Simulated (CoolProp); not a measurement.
CH2F2 (R32) along the isobar 7.53 MPa: Z from the reference equation and from simpler models built on Tc = 78.1 °C, pc = 5.783 MPa, ω = 0.277; each cubic takes its own stable root.

Computed with CoolProp (reference Helmholtz-energy equation of state, Tillner-Roth 1997).

```
T (°C)          phase  reference  van der Waals  Redlich-Kwong  Soave-Redlich-Kwong  Peng-Robinson
------  -------------  ---------  -------------  -------------  -------------------  -------------
15.95          liquid     0.1588         0.2942         0.2133               0.2046         0.1810
32.15          liquid     0.1597         0.2926         0.2164               0.2077         0.1839
48.35          liquid     0.1633         0.2950         0.2239           (withheld)         0.1916
64.55          liquid     0.1722         0.3035         0.2395           (withheld)         0.2084
80.75   supercritical     0.1979         0.3241         0.2751               0.2779     (withheld)
96.95   supercritical     0.3980         0.3848         0.4064               0.4625         0.4351
113.25  supercritical     0.5629         0.5319         0.5646               0.6138         0.5826
129.45  supercritical     0.6517         0.6249         0.6494               0.6977         0.6662
145.65  supercritical     0.7130         0.6846         0.7072               0.7559         0.7250
161.85  supercritical     0.7591         0.7284         0.7507               0.7999         0.7698
```

Task: Fill in the missing entries.

Result: 
- 48.35, Soave-Redlich-Kwong: 0.2158
- 64.55, Soave-Redlich-Kwong: 0.2334
- 80.75, Peng-Robinson: 0.2520
